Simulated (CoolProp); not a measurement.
Water along the isotherm 145.45 °C: fugacity coefficient from the reference equation and from simpler models built on Tc = 373.9 °C, pc = 22060 kPa, ω = 0.344; each cubic takes its own stable root.

Values from CoolProp's reference Helmholtz-energy equation of state, Wagner 2002.

```
p (kPa)   phase  reference  van der Waals  Soave-Redlich-Kwong
-------  ------  ---------  -------------  -------------------
3680     liquid     0.1122         0.7142               0.1112
7350     liquid    0.05732         0.3733              0.05725
11000    liquid    0.03909         0.2603              0.03933
14700    liquid    0.02986         0.2033              0.03027
18400    liquid    0.02435         0.1695              0.02487
22100    liquid    0.02070         0.1472              0.02130
25700    liquid    0.01816         0.1319              0.01882
29400    liquid    0.01620         0.1203              0.01692
33100    liquid    0.01469         0.1114              0.01545
36800    liquid    0.01348         0.1045              0.01429
40500    liquid    0.01250        0.09901              0.01335
44100    liquid    0.01171        0.09467              0.01260
47800    liquid    0.01103        0.09104              0.01195
51500    liquid    0.01044        0.08806              0.01141
55200    liquid   0.009941        0.08561              0.01094
```
